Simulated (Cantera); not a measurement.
CaO + HF + O2 (oxide etching and cleaning by halides)

Charge: 1 mol CaO, 46 mol HF, 0.23 mol O2, at 750 K and 0.100 bar.

Cantera equilibrium calculation (NASA polynomials, part measured and part estimated; ideal gas, pure solids and liquids). Candidate condensed phases: Ca, CaF2, CaO, Ca(OH)2, H2O; 29 gas species. The numbers say what is thermodynamically allowed, not how fast it happens.

| Property | Result |
|---|---|
| x(HF) | 0.973 |
| x(H2O) | 0.0221 |
| x(O2) | 0.00509 |
| x(H2F2) | 1.21e-5 |
| n(CaF2(s)) | 1.00 mol |
| gas amount | 45.23 mol |
| log10 activity of Ca(OH)2(s) (absent) | -16.28 |
| log10 activity of Ca(s) (absent) | -51.07 |
